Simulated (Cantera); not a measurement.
Gas mixture: 35.0 % N2, 28.6 % CH3OH, 15.0 % CO2, 21.4 % CO, at 880 Pa, frozen composition.

Cantera's kinetic-theory transport with the Lennard-Jones parameters of GRI-Mech 3.0, ideal gas; thermal conductivity in the mixture-averaged form. Polar gases are described roughly by these parameters. The composition is frozen, though it would react at the higher temperatures.

D: mixture-averaged diffusion coefficient of that species in the mixture.

```json
[
 {"T (K)": "400", "ρ (kg/m³)": "0.00835", "cp (J/kg/K)": "1186", "μ (µPa s)": "18.6", "λ (mW/m/K)": "30.0", "Pr": "0.734", "D (cm²/s) CH3": "38.0", "D (cm²/s) OH": "53.9", "D (cm²/s) C2H2": "27.9"},
 {"T (K)": "600", "ρ (kg/m³)": "0.00557", "cp (J/kg/K)": "1375", "μ (µPa s)": "25.9", "λ (mW/m/K)": "47.0", "Pr": "0.757", "D (cm²/s) CH3": "78.3", "D (cm²/s) OH": "109", "D (cm²/s) C2H2": "58.2"},
 {"T (K)": "800", "ρ (kg/m³)": "0.00418", "cp (J/kg/K)": "1531", "μ (µPa s)": "___", "λ (mW/m/K)": "___", "Pr": "0.775", "D (cm²/s) CH3": "___", "D (cm²/s) OH": "___", "D (cm²/s) C2H2": "___"},
 {"T (K)": "1000", "ρ (kg/m³)": "0.00334", "cp (J/kg/K)": "1658", "μ (µPa s)": "38.1", "λ (mW/m/K)": "79.9", "Pr": "0.790", "D (cm²/s) CH3": "189", "D (cm²/s) OH": "259", "D (cm²/s) C2H2": "142"},
 {"T (K)": "1200", "ρ (kg/m³)": "0.00278", "cp (J/kg/K)": "1752", "μ (µPa s)": "___", "λ (mW/m/K)": "___", "Pr": "0.798", "D (cm²/s) CH3": "___", "D (cm²/s) OH": "___", "D (cm²/s) C2H2": "___"},
 {"T (K)": "1400", "ρ (kg/m³)": "0.00239", "cp (J/kg/K)": "1826", "μ (µPa s)": "48.3", "λ (mW/m/K)": "110", "Pr": "0.803", "D (cm²/s) CH3": "333", "D (cm²/s) OH": "455", "D (cm²/s) C2H2": "251"},
 {"T (K)": "1600", "ρ (kg/m³)": "0.00209", "cp (J/kg/K)": "1884", "μ (µPa s)": "52.9", "λ (mW/m/K)": "124", "Pr": "0.806", "D (cm²/s) CH3": "416", "D (cm²/s) OH": "569", "D (cm²/s) C2H2": "314"},
 {"T (K)": "1800", "ρ (kg/m³)": "0.00186", "cp (J/kg/K)": "1928", "μ (µPa s)": "57.3", "λ (mW/m/K)": "137", "Pr": "0.808", "D (cm²/s) CH3": "507", "D (cm²/s) OH": "691", "D (cm²/s) C2H2": "383"},
 {"T (K)": "2000", "ρ (kg/m³)": "0.00167", "cp (J/kg/K)": "1963", "μ (µPa s)": "61.4", "λ (mW/m/K)": "149", "Pr": "0.809", "D (cm²/s) CH3": "604", "D (cm²/s) OH": "824", "D (cm²/s) C2H2": "457"}
]
```

Q: Some entries are withheld; supply them.

A: 
- 800, μ (µPa s): 32.3
- 800, λ (mW/m/K): 63.8
- 800, D (cm²/s) CH3: 129
- 800, D (cm²/s) OH: 178
- 800, D (cm²/s) C2H2: 96.5
- 1200, μ (µPa s): 43.3
- 1200, λ (mW/m/K): 95.2
- 1200, D (cm²/s) CH3: 257
- 1200, D (cm²/s) OH: 352
- 1200, D (cm²/s) C2H2: 194
